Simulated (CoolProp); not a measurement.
Properties of hydrogen sulfide at several states (Tc = 100.0 °C, pc = 8.999 MPa, ω = 0.101).

Values from CoolProp's reference Helmholtz-energy equation of state, Lemmon 2006. It is a short technical equation, of lower accuracy than the large ones.

```
T (°C)  p (MPa)  phase  cp (kJ/(kg K))  speed of sound (m/s)  expansivity (1/kK)  viscosity (µPa s)
------  -------  -----  --------------  --------------------  ------------------  -----------------
298.75     1.43    gas               ?                 419.9               1.835                  ?
63.65      1.73    gas           1.201                 310.7               4.085                  ?
327.15      1.6    gas               ?                 429.8               1.745               24.1
80.65    0.0183    gas           1.023                     ?               2.834                  ?
```

Some entries are withheld; supply them.


- 298.75, cp (kJ/(kg K)): 1.153
- 298.75, viscosity (µPa s): 23.1
- 63.65, viscosity (µPa s): 13.5
- 327.15, cp (kJ/(kg K)): 1.168
- 80.65, speed of sound (m/s): 336.6
- 80.65, viscosity (µPa s): 14.5

Viscosity comes from a separate model (Quiñones-Cisneros 2012).
